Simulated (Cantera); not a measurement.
Gas mixture: 45.7 % CH3OH, 54.3 % C3H8, at 6.80 bar, frozen composition.

Cantera's kinetic-theory transport with the Lennard-Jones parameters of GRI-Mech 3.0, ideal gas; thermal conductivity in the multicomponent form. Polar gases are described roughly by these parameters. The composition is frozen, though it would react at the higher temperatures.

D: mixture-averaged diffusion coefficient of that species in the mixture.

```
T (K)  ρ (kg/m³)  cp (J/kg/K)   μ (µPa s)  λ (mW/m/K)     Pr  D (cm²/s) NO  D (cm²/s) CH3  D (cm²/s) CH4
-----  ---------  -----------  ----------  ----------  -----  ------------  -------------  -------------
400         7.89         1933        11.7        29.4  0.771        0.0323         0.0361         0.0358
550         5.74         2452        15.8        50.1  0.774        0.0571         0.0646         0.0642
700         4.51         2887        19.5        72.7  0.775        0.0871         0.0993         0.0985
850         3.71         3230        22.9        95.3  0.776         0.122          0.139          0.138
1000        3.16         3519        26.0         118  0.776         0.161          0.185          0.183
1150        2.74         3733  (withheld)  (withheld)  0.775    (withheld)     (withheld)     (withheld)
1300        2.43         3918  (withheld)  (withheld)  0.775    (withheld)     (withheld)     (withheld)
```

Problem. Complete the blanks.

Solution. 
- 1150, μ (µPa s): 29.0
- 1150, λ (mW/m/K): 139
- 1150, D (cm²/s) NO: 0.204
- 1150, D (cm²/s) CH3: 0.234
- 1150, D (cm²/s) CH4: 0.232
- 1300, μ (µPa s): 31.7
- 1300, λ (mW/m/K): 160
- 1300, D (cm²/s) NO: 0.250
- 1300, D (cm²/s) CH3: 0.289
- 1300, D (cm²/s) CH4: 0.286
